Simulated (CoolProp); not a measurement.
Vapour-liquid equilibrium of toluene (1) + n-nonane (2) at 273.3 K; x and y are mole fractions of (1).

The numbers come from the multi-fluid Helmholtz-energy mixture model, Lemmon 2006 and Lemmon 2006; pair parameters Bell 2016 in CoolProp.

```tsv
x	bubble pressure, mixture model (MPa)	bubble pressure, Raoult's law (MPa)	y, mixture model	y, Raoult's law
0.05	___	0.0001424	___	0.321
0.2	0.0003602	0.0002643	0.770	0.692
0.35	___	0.0003862	0.861	0.829
0.5	___	0.0005081	0.905	0.900
0.65	___	0.0006300	___	0.943
0.8	0.0007890	0.0007519	___	0.973
0.95	___	0.0008738	0.989	0.994
```

Problem. Some entries are withheld; supply them.

Solution. 
- 0.05, bubble pressure, mixture model (MPa): 0.0001732
- 0.05, y, mixture model: 0.441
- 0.35, bubble pressure, mixture model (MPa): 0.0005042
- 0.5, bubble pressure, mixture model (MPa): 0.0006141
- 0.65, bubble pressure, mixture model (MPa): 0.0007043
- 0.65, y, mixture model: 0.934
- 0.8, y, mixture model: 0.960
- 0.95, bubble pressure, mixture model (MPa): 0.0008806

The largest gap from Raoult's law is +36.3 % in bubble pressure, at x = 0.2. No azeotrope shows between x = 0.05 and 0.95.

The pair parameters rest on a limited set of measurements; away from them the model extrapolates.
